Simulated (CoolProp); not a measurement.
Vapour-liquid equilibrium of propane (1) + R236EA (2) at 313.9 K; x and y are mole fractions of (1).

Computed with CoolProp (multi-fluid Helmholtz-energy mixture model, Lemmon 2009 and Rui 2013; pair parameters Bell 2016).

```tsv
x	bubble pressure (MPa)	y at the bubble point	dew pressure at overall composition x (MPa)	liquid density (mol/L)
0.05	0.5025	0.315	0.3638	9.074
0.125	0.7018	…	0.3950	9.123
0.2	…	0.617	0.4318	9.170
0.275	0.9771	0.674	0.4755	9.217
0.35	…	0.711	0.5286	9.266
0.425	1.135	0.739	0.5941	…
0.5	1.189	0.761	0.6769	9.388
0.575	1.235	0.783	0.7839	9.470
0.65	…	0.804	0.9240	9.576
0.725	1.314	…	1.100	9.711
0.8	1.348	0.860	1.268	9.884
0.875	1.376	0.900	1.360	10.10
0.95	…	0.953	1.392	10.37
```

Question: Some entries are withheld; supply them.

Answer: 
- 0.125, y at the bubble point: 0.519
- 0.2, bubble pressure (MPa): 0.8581
- 0.35, bubble pressure (MPa): 1.067
- 0.425, liquid density (mol/L): 9.322
- 0.65, bubble pressure (MPa): 1.276
- 0.725, y at the bubble point: 0.829
- 0.95, bubble pressure (MPa): 1.393

No azeotrope shows between x = 0.05 and 0.95.

The pair parameters rest on a limited set of measurements; away from them the model extrapolates. With so large a gap from Raoult's law the liquid may split in two, which this calculation doesn't test in full.
